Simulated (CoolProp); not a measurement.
Saturated liquid density (kg/m³) of R141b: the reference equation beside estimates from Tc = 204.4 °C, pc = 42.12 bar, ω = 0.220.

Computed with CoolProp (reference Helmholtz-energy equation of state, Lemmon 2006). It is a short technical equation, of lower accuracy than the large ones.

```
T (°C)  reference  van der Waals  Redlich-Kwong  Peng-Robinson
------  ---------  -------------  -------------  -------------
62.45        1158          706.4           1024           1199
73.15        1135          692.2          998.2           1172
83.95        1111          677.1          971.4           1143
94.65        1086          661.5          943.3           1113
105.35       1059          645.0          913.6           1080
116.15       1031          627.4          881.8           1044
126.85       1002          608.7          848.2           1005
137.55      970.2          588.6          812.0          962.5
148.35      935.5          566.6          772.5          915.2
159.05      897.5          542.5          729.5          862.6
169.75      854.4          515.4          681.3          802.7
180.55      802.7          483.3          625.1          731.3
191.25      735.9          443.3          556.1          642.3
```

Absolute difference from the reference over all 13 rows, mean and median: van der Waals 39.3 and 39.3 %, Redlich-Kwong 16.3 and 15.3 %, Peng-Robinson 3.9 and 2.9 %.
